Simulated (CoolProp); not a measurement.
A simple Rankine cycle with ethanol: condensing at 305.15 K, boiler at 0.876 MPa, turbine inlet 433.7 K, turbine efficiency 0.65, pump efficiency 0.8, no recuperator. Each further row changes one setting.

Computed with CoolProp (reference Helmholtz-energy equation of state, Schroeder 2014).

| case | thermal efficiency (%) | net work (kJ/kg) | heat in (kJ/kg) | turbine exit temperature (K) | volume ratio over the turbine |
|---|---|---|---|---|---|
| as stated | 15.3 | 166 | 1090 | ___ | ___ |
| turbine inlet 453.7 K | 15.5 | 175 | ___ | 333.8 | 59.9 |
| condensing temperature 297.15 K | 16.3 | 180 | 1100 | 299.4 | 90.5 |
| boiler pressure 0.613 MPa | 14.3 | ___ | 1100 | 324.7 | 42.1 |
| turbine efficiency 0.55 | ___ | ___ | 1090 | 326.8 | 62.9 |

Some entries are withheld; supply them.


- as stated, turbine exit temperature (K): 309.7
- as stated, volume ratio over the turbine: 59.5
- turbine inlet 453.7 K, heat in (kJ/kg): 1130
- boiler pressure 0.613 MPa, net work (kJ/kg): 157
- turbine efficiency 0.55, thermal efficiency (%): 12.9
- turbine efficiency 0.55, net work (kJ/kg): 140
